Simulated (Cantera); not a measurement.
## Ti + CO + H₂ (metals in furnace atmospheres)

Charge: 1 mol Ti, 17 mol CO, 110 mol H₂, held at 0.133 bar.

Equilibrium computed with Cantera from the NASA thermochemical tables; the gas is ideal and each condensed phase is pure. Candidate condensed phases: C, C₆H₆, C₇H₈, C₈H₁₈, H₂O, Ti, TiC, TiO, TiO₂, Ti₂O₃, Ti₃O₅, Ti₄O₇; 113 gas species. Mutual solubility and eutectic melting of coexisting phases are not modelled. TiC: taken at fixed stoichiometry. Condensed phases not in the tables: Magnéli phases beyond Ti₄O₇. The numbers say what is thermodynamically allowed, not how fast it happens.

At 1148 K the condensed part is C(graphite) + TiO₂(rutile). At 1198 K the condensed part is C(graphite) + Ti₄O₇(s). From 1248 K to 1298 K the condensed part is C(graphite) + Ti₃O₅(s). At 1348 K the condensed part is TiC(s) + Ti₃O₅(s). From 1398 K to 1698 K the condensed part is TiC(s) + Ti₂O₃(s).

```json
[
 {"T (K)": "1148", "log p H₂": "-0.93", "log p CO": "-1.80", "log p CH₄": "-3.49", "log p H₂O": "-4.05", "n C(graphite)": "1.79", "n TiO₂(rutile)": "1.00", "n Ti₄O₇(s)": "0", "n Ti₃O₅(s)": "0", "n TiC(s)": "0", "n Ti₂O₃(s)": "0"},
 {"T (K)": "1198", "log p H₂": "-0.93", "log p CO": "-1.79", "log p CH₄": "-3.66", "log p H₂O": "-4.30", "n C(graphite)": "1.60", "n TiO₂(rutile)": "0", "n Ti₄O₇(s)": "0.250", "n Ti₃O₅(s)": "0", "n TiC(s)": "0", "n Ti₂O₃(s)": "0"},
 {"T (K)": "1248", "log p H₂": "-0.93", "log p CO": "-1.79", "log p CH₄": "-3.82", "log p H₂O": "-4.53", "n C(graphite)": "1.55", "n TiO₂(rutile)": "0", "n Ti₄O₇(s)": "0", "n Ti₃O₅(s)": "0.333", "n TiC(s)": "0", "n Ti₂O₃(s)": "0"},
 {"T (K)": "1298", "log p H₂": "-0.93", "log p CO": "-1.79", "log p CH₄": "-3.96", "log p H₂O": "-4.75", "n C(graphite)": "1.58", "n TiO₂(rutile)": "0", "n Ti₄O₇(s)": "0", "n Ti₃O₅(s)": "0.333", "n TiC(s)": "0", "n Ti₂O₃(s)": "0"},
 {"T (K)": "1348", "log p H₂": "-0.94", "log p CO": "-1.76", "log p CH₄": "-4.20", "log p H₂O": "-4.83", "n C(graphite)": "0", "n TiO₂(rutile)": "0", "n Ti₄O₇(s)": "0", "n Ti₃O₅(s)": "0.131", "n TiC(s)": "0.608", "n Ti₂O₃(s)": "0"},
 {"T (K)": "1398", "log p H₂": "-0.94", "log p CO": "-1.76", "log p CH₄": "-4.55", "log p H₂O": "-4.80", "n C(graphite)": "0", "n TiO₂(rutile)": "0", "n Ti₄O₇(s)": "0", "n Ti₃O₅(s)": "0", "n TiC(s)": "0.596", "n Ti₂O₃(s)": "0.202"},
 {"T (K)": "1448", "log p H₂": "-0.94", "log p CO": "-1.76", "log p CH₄": "-4.86", "log p H₂O": "-4.78", "n C(graphite)": "0", "n TiO₂(rutile)": "0", "n Ti₄O₇(s)": "0", "n Ti₃O₅(s)": "0", "n TiC(s)": "0.601", "n Ti₂O₃(s)": "0.199"},
 {"T (K)": "1498", "log p H₂": "-0.94", "log p CO": "-1.76", "log p CH₄": "-5.16", "log p H₂O": "-4.75", "n C(graphite)": "0", "n TiO₂(rutile)": "0", "n Ti₄O₇(s)": "0", "n Ti₃O₅(s)": "0", "n TiC(s)": "0.604", "n Ti₂O₃(s)": "0.198"},
 {"T (K)": "1548", "log p H₂": "-0.94", "log p CO": "-1.76", "log p CH₄": "-5.43", "log p H₂O": "-4.73", "n C(graphite)": "0", "n TiO₂(rutile)": "0", "n Ti₄O₇(s)": "0", "n Ti₃O₅(s)": "0", "n TiC(s)": "0.606", "n Ti₂O₃(s)": "0.197"},
 {"T (K)": "1598", "log p H₂": "-0.94", "log p CO": "-1.76", "log p CH₄": "-5.69", "log p H₂O": "-4.71", "n C(graphite)": "0", "n TiO₂(rutile)": "0", "n Ti₄O₇(s)": "0", "n Ti₃O₅(s)": "0", "n TiC(s)": "0.607", "n Ti₂O₃(s)": "0.197"},
 {"T (K)": "1648", "log p H₂": "-0.94", "log p CO": "-1.76", "log p CH₄": "-5.93", "log p H₂O": "-4.70", "n C(graphite)": "0", "n TiO₂(rutile)": "0", "n Ti₄O₇(s)": "0", "n Ti₃O₅(s)": "0", "n TiC(s)": "0.608", "n Ti₂O₃(s)": "0.196"},
 {"T (K)": "1698", "log p H₂": "-0.94", "log p CO": "-1.76", "log p CH₄": "-6.16", "log p H₂O": "-4.68", "n C(graphite)": "0", "n TiO₂(rutile)": "0", "n Ti₄O₇(s)": "0", "n Ti₃O₅(s)": "0", "n TiC(s)": "0.608", "n Ti₂O₃(s)": "0.196"}
]
```
log p: log10 of the partial pressure in bar; n: condensed amount in mol.
